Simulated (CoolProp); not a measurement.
Fluorine at several states: fugacity coefficient from the reference equation and from simpler models built on Tc = 144.4 K, pc = 5240 kPa, ω = 0.045; each cubic takes its own stable root.

Computed with CoolProp (reference Helmholtz-energy equation of state, de Reuck 1990).

```csv
T (K),p (kPa),phase,reference
158.2,171,gas,0.9920
280,20000,supercritical,0.9186
176.5,15000,supercritical,0.5870
209.2,552,gas,0.9898
279.8,61.4,gas,0.9996
247.2,10200,supercritical,0.9078
```

**Question.** How far does each simpler model (Redlich-Kwong, Soave-Redlich-Kwong, Peng-Robinson) lie from the reference over these 6 states: mean and median of the absolute difference, and the worst?

**Answer.** 
- Redlich-Kwong: mean 0.6 %, median 0.4 %, worst -1.8 % at 280 K and 20000 kPa
- Soave-Redlich-Kwong: mean 0.8 %, median 0.6 %, worst +2.6 % at 280 K and 20000 kPa
- Peng-Robinson: mean 1.8 %, median 1.4 %, worst -5.2 % at 176.5 K and 15000 kPa
